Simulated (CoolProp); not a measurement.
n-perfluorohexane along the isotherm 318.5 K: density (kg/m³) from the reference equation and from simpler models built on Tc = 448.0 K, pc = 17.42 bar, ω = 0.497; each cubic takes its own stable root.

The numbers come from the reference Helmholtz-energy equation of state, Gao 2022 in CoolProp.

```
p (bar)   phase  reference  van der Waals  Redlich-Kwong
-------  ------  ---------  -------------  -------------
0.0275      gas     0.3517         0.3514         0.3515
0.0404      gas     0.5171         0.5165         0.5168
0.0593      gas     0.7599         0.7587         0.7593
0.0871      gas      1.118          1.116          1.117
0.128       gas      1.648          1.642          1.645
0.188       gas      2.430          2.417          2.423
0.275       gas      3.576          3.548          3.561
0.404       gas      5.301          5.238          5.267
0.593       gas      7.889          7.747          7.810
0.871    liquid       1615          11.51          11.65
1.28     liquid       1616          17.21          17.54
1.88     liquid       1616          25.99           1293
2.75     liquid       1616          39.75           1294
4.04     liquid       1617          894.1           1297
5.93     liquid       1618          898.9           1301
8.71     liquid       1620          905.4           1306
```

At some of these states van der Waals, Redlich-Kwong gives the other phase, because its saturation line lies elsewhere.
